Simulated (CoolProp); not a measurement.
Vapour-liquid equilibrium of R125 (1) + n-butane (2) at 0.316 MPa; x and y are mole fractions of (1).

Model: multi-fluid Helmholtz-energy mixture model, Lemmon 2005 and Bücker 2006; pair parameters Bell 2016, in CoolProp.

```
x     bubble temperature (°C)  y at the bubble point  dew temperature at overall composition x (°C)  liquid density (mol/L)
----  -----------------------  ---------------------  ---------------------------------------------  ----------------------
0.05                     13.3                  0.473                                           31.9                   10.09
0.2                     -10.7                  0.802                                           26.1                   10.61
0.35                    -16.6                  0.855                                           19.5                   10.80
0.5                     -18.3                  0.871                                           11.9                   10.93
0.65                    -19.2                  0.883                                            2.3                   11.09
0.8                     -20.3                  0.905                                          -10.6                   11.32
0.95                    -21.5                  0.963                                          -21.3                   11.65
```

No azeotrope shows between x = 0.05 and 0.95.

The pair parameters rest on a limited set of measurements; away from them the model extrapolates. With so large a gap from Raoult's law the liquid may split in two, which this calculation doesn't test in full.
